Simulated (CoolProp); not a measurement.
Vapour-liquid equilibrium of carbon monoxide (1) + methane (2) at 100 K; x and y are mole fractions of (1).

Model: multi-fluid Helmholtz-energy mixture model, Lemmon 2006 and Setzmann 1991; pair parameters Kunz 2012, in CoolProp.

```csv
x,"bubble pressure, mixture model (kPa)","bubble pressure, Raoult's law (kPa)","y, mixture model","y, Raoult's law"
0.05,64.42,59.88,0.486,0.455
0.2,159.4,136.4,0.818,0.798
0.35,249.9,212.9,0.900,0.895
0.5,327.4,289.4,0.936,0.941
0.65,392.3,365.9,0.957,0.967
0.8,452.1,442.4,0.974,0.984
0.95,518.5,518.9,0.992,0.997
```

The largest gap from Raoult's law is +17.4 % in bubble pressure, at x = 0.35. No azeotrope shows between x = 0.05 and 0.95.

The pair parameters rest on a limited set of measurements; away from them the model extrapolates.
